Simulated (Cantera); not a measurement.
Charge: 1 mol C3H6, 0.011 mol O2, equilibrated at 0.300 bar.

Method: chemical equilibrium by Gibbs-energy minimisation in Cantera with the NASA 1993 tables (ideal gas, pure condensed phases). Candidate condensed phases: C, C6H6, C7H8, C8H18, H2O; 110 gas species. Kinetics and transport are ignored. All values below are at 1548 K.

Base state: H2 0.992, CO 0.00728, CH4 0.000606, H 5.60e-5, C2H2 (acetylene) 1.56e-5 (mole fractions); condensed: C(graphite).

Task: What changes in the equilibrium state with this change: O2 from 0.011 to 0.93 mol?

Result: 
```tsv
species	before	after
H2	0.992	0.617
CO	0.00728	0.383
CH4	0.000606	0.000234
CO2	7.01e-9	1.94e-5
H2O	2.66e-6	8.70e-5
C2H2 (acetylene)	1.56e-5	9.68e-6
C(graphite), mol	2.98	1.14
```

Task: What changes in the equilibrium state with this change: O2 from 0.011 to 0.033 mol?

Result: 
| species | before | after |
|---|---|---|
| H2 | 0.992 | 0.978 |
| CO | 0.00728 | 0.0215 |
| CH4 | 0.000606 | 0.000588 |
| C2H2 (acetylene) | 1.56e-5 | 1.53e-5 |
| H | 5.60e-5 | 5.56e-5 |
| C(graphite), mol | 2.98 | 2.93 |
